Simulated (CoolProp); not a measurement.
Propane along the isotherm -5.65 °C: fugacity coefficient from the reference equation and from simpler models built on Tc = 96.7 °C, pc = 4.251 MPa, ω = 0.152; each cubic takes its own stable root.

Model: reference Helmholtz-energy equation of state, Lemmon 2009, in CoolProp.

```tsv
p (MPa)	phase	reference	van der Waals	Redlich-Kwong
0.0672	gas	0.9851	0.9900	0.9867
0.153	gas	0.9661	0.9772	0.9698
0.348	gas	0.9228	0.9482	0.9315
0.792	liquid	0.4645	0.8818	0.5624
1.8	liquid	0.2121	0.4964	0.2577
4.1	liquid	0.1013	0.2484	0.1239
9.34	liquid	0.05379	0.1456	0.06670
21.3	liquid	0.03606	0.1198	0.04583
```

At some of these states van der Waals gives the other phase, because its saturation line lies elsewhere.
